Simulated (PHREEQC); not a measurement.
A column of 1 m (30 cells, dispersivity 0.08 m, 720 s a shift, diffusion coefficient 3e-10 m²/s) holds 0.052 eq of the database's cation exchanger X per kg of pore water, first in equilibrium with 85 mmol/kgw MgCl2 and 0.01 mmol/kgw HCl. It is flushed with 0.46 mmol/kgw MgCl2, 25 mmol/kgw CdCl2 and 0.01 mmol/kgw HCl, at 25 °C. Values are for the last cell. The system is closed to CO2. Nothing may precipitate in this run.

The series has 31 steps of pore volumes, from 0 to 5.017.

Model: ion-association model, phreeqc.dat, run in PHREEQC.

### Question
After how many pore volumes does Cd at the outlet first reach half of its feed value?

### Answer
By 1.9 pore volumes.
